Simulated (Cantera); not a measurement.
Gas mixture: NO = 0.56 (molar parts), at 0.870 bar, frozen composition.

Cantera's kinetic-theory transport with the Lennard-Jones parameters of GRI-Mech 3.0, ideal gas; thermal conductivity in the mixture-averaged form. The composition is frozen, though it would react at the higher temperatures.

D: mixture-averaged diffusion coefficient of that species in the mixture.

```csv
T (K),ρ (kg/m³),cp (J/kg/K),μ (µPa s),λ (mW/m/K),Pr,D (cm²/s) H₂O,D (cm²/s) NO,D (cm²/s) NH₃
400,0.785,998.6,23.1,32.4,0.712,0.455,77.7,0.440
600,0.523,1041,___,___,0.706,___,___,___
800,0.392,1092,___,___,0.708,___,___,___
1000,0.314,1133,42.9,68.6,0.709,2.39,380,2.26
1200,0.262,1159,48.4,79.3,0.707,3.28,516,3.09
1400,0.224,1181,53.4,89.4,0.706,4.27,668,4.01
1600,0.196,1199,58.3,99.0,0.706,5.35,835,5.02
1800,0.174,1213,62.9,108,0.706,6.53,1020,6.12
```

Task: Complete the blanks.

Result: 
- 600, μ (µPa s): 30.6
- 600, λ (mW/m/K): 45.1
- 600, D (cm²/s) H₂O: 0.968
- 600, D (cm²/s) NO: 159
- 600, D (cm²/s) NH₃: 0.923
- 800, μ (µPa s): 37.1
- 800, λ (mW/m/K): 57.3
- 800, D (cm²/s) H₂O: 1.62
- 800, D (cm²/s) NO: 260
- 800, D (cm²/s) NH₃: 1.54
